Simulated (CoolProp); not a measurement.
Model: reference Helmholtz-energy equation of state, Lemmon 2006, in CoolProp. It is a short technical equation, of lower accuracy than the large ones.

Problem. Give the vapour pressure (MPa), liquid density (kg/m³), vapour density (kg/m³), enthalpy of vaporisation (kJ/kg) of saturated C3F8 (R218) at 12.05, 43.25 °C.

Solution. 
| T (°C) | p (MPa) | liquid density (kg/m³) | vapour density (kg/m³) | enthalpy of vaporisation (kJ/kg) |
|---|---|---|---|---|
| 12.05 | 0.602 | 1400 | 58.1 | 83.6 |
| 43.25 | 1.38 | 1200 | 148 | 62.4 |
